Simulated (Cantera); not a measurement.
Input (Python, Cantera):

```python
import numpy as np
import cantera as ct

gas = ct.Solution("gri30.yaml")
gas.TPX = 1050, 51000, {'CO': 0.0019, 'O2': 0.021, 'H2O': 0.00066, 'N2': 1}
reactor = ct.IdealGasConstPressureReactor(gas, energy="off", clone=False)
net = ct.ReactorNet([reactor])
net.rtol, net.atol = 1e-08, 1e-18
show = ['CO', 'O2', 'H2O', 'CO2', 'O']
times = np.geomspace(4e-05, 30, 12)

steps = ct.SolutionArray(gas, extra=["t"])
rows = []
print(f"{'t/s':>10s}{'T/K':>9s}{'P/Pa':>11s}" + "".join(f"{s:>11s}" for s in show))
for t in times:
    while net.time < t:
        t_next = net.step()
        steps.append(gas.state, t=t_next)
    rows.append([np.interp(t, steps.t, y) for y in (steps.T, steps.P, *steps(*show).X.T)])
    print(f"{t:10.3e}{rows[-1][0]:9.1f}{rows[-1][1]:11.4g}" + "".join(f"{x:11.3e}" for x in rows[-1][2:]))
rate = np.gradient(steps.T, steps.t)
print("integrator steps:", len(steps.t))
if steps.T.max() > steps.T[0] + 200:
    print(f"time of steepest temperature rise: {steps.t[rate.argmax()]:.4e} s")
gas.TPX = 1050, 51000, {'CO': 0.0019, 'O2': 0.021, 'H2O': 0.00066, 'N2': 1}
gas.equilibrate("TP")
print(f"equilibrium (TP): T = {gas.T:.1f} K  " + "  ".join(f"{s} {gas[s].X[0]:.3e}" for s in show))
```

Output:

```
       t/s      T/K       P/Pa         CO         O2        H2O        CO2          O
 4.000e-05   1050.0    5.1e+04  1.856e-03  2.052e-02  6.448e-04  2.503e-12  2.501e-12
 1.368e-04   1050.0    5.1e+04  1.856e-03  2.052e-02  6.448e-04  8.566e-12  8.543e-12
 4.680e-04   1050.0    5.1e+04  1.856e-03  2.052e-02  6.448e-04  2.943e-11  2.913e-11
 1.601e-03   1050.0    5.1e+04  1.856e-03  2.052e-02  6.448e-04  1.037e-10  9.977e-11
 5.476e-03   1050.0    5.1e+04  1.856e-03  2.052e-02  6.448e-04  4.257e-10  3.679e-10
 1.873e-02   1050.0    5.1e+04  1.856e-03  2.052e-02  6.448e-04  3.098e-09  2.013e-09
 6.407e-02   1050.0    5.1e+04  1.856e-03  2.052e-02  6.448e-04  1.666e-07  8.051e-08
 2.191e-01   1050.0    5.1e+04  1.240e-03  2.020e-02  6.408e-04  6.165e-04  2.027e-05
 7.496e-01   1050.0    5.1e+04  2.838e-04  1.974e-02  6.440e-04  1.574e-03  4.686e-06
 2.564e+00   1050.0    5.1e+04  3.151e-05  1.962e-02  6.450e-04  1.826e-03  5.344e-07
 8.771e+00   1050.0    5.1e+04  1.876e-06  1.961e-02  6.453e-04  1.856e-03  3.597e-08
 3.000e+01   1050.0    5.1e+04  7.322e-08  1.961e-02  6.454e-04  1.858e-03  2.946e-09
integrator steps: 1269
equilibrium (TP): T = 1050.0 K  CO 5.745e-12  O2 1.960e-02  H2O 6.454e-04  CO2 1.858e-03  O 1.319e-10
```

Computed with Cantera and GRI-Mech 3.0 (53 species, 325 reactions).
